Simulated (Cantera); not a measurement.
An adiabatic, constant-volume homogeneous reactor starts with H₂ : O₂ : N₂ = 1 : 1.25 : 6.75 (molar parts), equivalence ratio 0.40, at 1350 K and 1.01 bar.

Detailed kinetics in Cantera: GRI-Mech 3.0 (53 species, 325 reactions).

x: mole fraction; the columns are a selection and need not sum to one.

| t (s) | T (K) | P (bar) | x H₂ | x O₂ | x NO₂ | x NO | x N₂O | x H | x OH |
|---|---|---|---|---|---|---|---|---|---|
| 5.00e-6 | 1350 | 1.01 | 0.111 | 0.139 | <1e-12 | <1e-12 | <1e-12 | 1.88e-7 | 3.81e-8 |
| 1.29e-5 | 1350 | 1.01 | 0.111 | 0.139 | <1e-12 | <1e-12 | 4.37e-12 | 9.79e-6 | 2.05e-6 |
| 3.35e-5 | 1529 | 1.14 | 0.0203 | 0.0910 | 5.16e-10 | 2.39e-6 | ? | 0.0338 | 0.00914 |
| 8.65e-5 | 2099 | 1.51 | 0.00480 | 0.0830 | 1.87e-8 | 3.94e-5 | ? | 0.00484 | 0.0124 |
| 0.000224 | 2263 | 1.61 | 0.00119 | 0.0857 | 6.63e-8 | 7.73e-5 | ? | 0.000508 | 0.00733 |
| 0.000579 | 2290 | 1.63 | 0.000610 | 0.0864 | 1.14e-7 | 0.000124 | 6.49e-7 | 0.000182 | 0.00541 |
| 0.00150 | 2290 | 1.63 | 0.000601 | 0.0864 | 2.09e-7 | 0.000226 | 6.43e-7 | 0.000178 | 0.00537 |
| 0.00387 | 2290 | 1.63 | 0.000599 | 0.0862 | 4.50e-7 | 0.000487 | 6.43e-7 | 0.000177 | 0.00535 |
| 0.0100 | 2288 | 1.63 | 0.000595 | 0.0859 | 1.05e-6 | 0.00113 | 6.41e-7 | 0.000175 | 0.00532 |
| 0.0259 | 2284 | 1.62 | 0.000585 | 0.0852 | 2.42e-6 | 0.00263 | 6.38e-7 | 0.000171 | 0.00524 |
| 0.0670 | 2277 | 1.62 | 0.000568 | 0.0839 | 4.97e-6 | 0.00539 | 6.38e-7 | 0.000162 | 0.00509 |
| 0.173 | 2270 | 1.61 | 0.000550 | 0.0825 | 7.64e-6 | 0.00829 | 6.45e-7 | 0.000154 | 0.00493 |
| 0.448 | 2268 | 1.61 | 0.000545 | 0.0821 | 8.46e-6 | 0.00917 | 6.48e-7 | 0.000151 | 0.00489 |
| 1.16 | 2268 | 1.61 | 0.000545 | 0.0821 | 8.48e-6 | 0.00920 | 6.48e-7 | 0.000151 | 0.00489 |
| 3.00 | 2268 | 1.61 | 0.000545 | 0.0821 | 8.48e-6 | 0.00920 | 6.48e-7 | 0.000151 | 0.00489 |

Task: Fill in the missing entries.

Result: 
- 3.35e-5, x N₂O: 6.50e-8
- 8.65e-5, x N₂O: 4.76e-7
- 0.000224, x N₂O: 7.59e-7
